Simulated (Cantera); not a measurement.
A perfectly stirred reactor is fed with N2O = 1 (molar parts), at 165 Torr; it is held at 1325 K, and followed from long to short residence time.

Detailed kinetics in Cantera: GRI-Mech 3.0 (53 species, 325 reactions). GRI-Mech 3.0 was tuned for natural gas; its chemistry of N2O as a main component is partial and can be far from experiment. The mechanism lacks the step 2 NO + O2 → 2 NO2, which can matter for NO2 below about 1400 K. The temperature is held fixed by assumption; the heat of reaction is taken as removed at once.

Question: What does this change do: pressure from 165 Torr to 15.8 Torr?

Answer: 
```
quantity                before     after
---------------------  -------  --------
x(N2O) at τ = 0.370 s    0.616     0.942
x(O2) at τ = 0.370 s     0.108    0.0161
x(O) at τ = 0.370 s    1.00e-5   1.05e-5
x(NO) at τ = 0.370 s    0.0401   0.00616
x(NO2) at τ = 0.370 s  7.80e-5   9.12e-7
x(N2O) at τ = 18.0 ms    0.970     0.997
x(O2) at τ = 18.0 ms   0.00836  0.000822
x(O) at τ = 18.0 ms    1.04e-5   1.04e-5
x(NO) at τ = 18.0 ms   0.00319  0.000314
x(NO2) at τ = 18.0 ms  3.83e-6   7.80e-9
```
Radical loss at walls, strong at low pressure, is not modelled.
